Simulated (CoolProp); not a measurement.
Vapour-liquid equilibrium of R134a (1) + dimethyl ether (2) at 0.554 bar; x and y are mole fractions of (1).

Values from CoolProp's multi-fluid Helmholtz-energy mixture model, Tillner-Roth 1994 and Wu 2011; pair parameters Bell 2016.

| x | bubble temperature, mixture model (°C) | bubble temperature, Raoult's law (°C) | y, mixture model | y, Raoult's law |
|---|---|---|---|---|
| 0.05 | -37.5 | -37.9 | 0.036 | 0.052 |
| 0.125 | -37.0 | -37.9 | 0.099 | 0.129 |
| 0.2 | -36.7 | -38.0 | 0.172 | 0.206 |
| 0.275 | -36.4 | -38.0 | 0.253 | 0.282 |
| 0.35 | -36.3 | -38.1 | 0.339 | 0.358 |
| 0.425 | -36.2 | -38.1 | 0.429 | 0.433 |
| 0.5 | -36.3 | -38.2 | 0.518 | 0.509 |
| 0.575 | -36.5 | -38.2 | 0.605 | 0.583 |
| 0.65 | -36.8 | -38.3 | 0.688 | 0.658 |
| 0.725 | -37.1 | -38.3 | 0.765 | 0.732 |
| 0.8 | -37.4 | -38.4 | 0.837 | 0.805 |
| 0.875 | -37.8 | -38.4 | 0.903 | 0.879 |
| 0.95 | -38.2 | -38.5 | 0.963 | 0.952 |

The largest gap from Raoult's law is +1.9 K in bubble temperature, at x = 0.425. y crosses x between x = 0.35 and 0.425: the model has an azeotrope there.

Pair parameters are fitted to limited data, so mixtures are less certain than the pure fluids.
